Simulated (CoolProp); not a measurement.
Properties of neopentane along the isobar 113 bar.

Values from CoolProp's reference Helmholtz-energy equation of state, Lemmon 2006. It is a short technical equation, of lower accuracy than the large ones.

```
T (°C)          phase  density (kg/m³)  cp (kJ/(kg K))  cv (kJ/(kg K))  isothermal compressibility (1/MPa)  expansivity (1/kK)  fugacity coefficient
------  -------------  ---------------  --------------  --------------  ----------------------------------  ------------------  --------------------
96.55          liquid            529.4           2.625           2.031                            0.005184               2.101                0.1208
109.35         liquid            514.9           2.695           2.084                            0.006139               2.247                0.1477
122.25         liquid            499.7           2.767           2.138                            0.007341               2.416                0.1776
135.15         liquid            483.7           2.841           2.192                            0.008856               2.609                0.2098
148.05         liquid       (withheld)           2.915           2.245                             0.01077               2.828                0.2440
160.95  supercritical            449.7           2.990           2.299                          (withheld)               3.074                0.2798
173.85  supercritical       (withheld)           3.064           2.352                             0.01628               3.346                0.3167
186.65  supercritical            412.6           3.137           2.404                             0.02012               3.637            (withheld)
199.55  supercritical            392.9           3.208           2.456                             0.02491               3.945                0.3917
212.45  supercritical            372.7           3.274           2.507                             0.03073               4.252                0.4292
225.35  supercritical            352.1           3.334           2.558                             0.03757               4.537                0.4660
238.25  supercritical            331.6           3.384      (withheld)                             0.04523               4.772                0.5017
251.05  supercritical            311.6      (withheld)           2.655                             0.05323               4.924                0.5358
263.95  supercritical            292.3           3.446           2.702                          (withheld)               4.976                0.5685
276.85  supercritical            274.2           3.459           2.747                             0.06817               4.918                0.5994
```

### Question
Some entries are withheld; supply them.

### Answer

- 148.05, density (kg/m³): 467.1
- 160.95, isothermal compressibility (1/MPa): 0.01320
- 173.85, density (kg/m³): 431.4
- 186.65, fugacity coefficient: 0.3540
- 238.25, cv (kJ/(kg K)): 2.607
- 251.05, cp (kJ/(kg K)): 3.421
- 263.95, isothermal compressibility (1/MPa): 0.06110
